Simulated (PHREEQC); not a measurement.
Make-up at 20 °C: 0.044 mol SrBr2 per kg of water. Closed to the air; pH follows from the charge balance.

Equilibrium calculation in PHREEQC: ion-association model, phreeqc.dat.

```yaml
ionic_strength: 0.132 mol/kgw
specific_conductance: 7950 µS/cm
density: 1.008 g/cm³
```

```csv
species,molality,activity,log γ
Br-,0.0880,0.0644,-0.135
Sr+2,0.0440,0.0161,-0.436
H+,1.12e-7,9.16e-8,-0.089
OH-,1.01e-7,7.46e-8,-0.130
SrOH+,1.17e-8,9.01e-9,-0.115
```

This is a speciation only: nothing precipitates in the calculation.
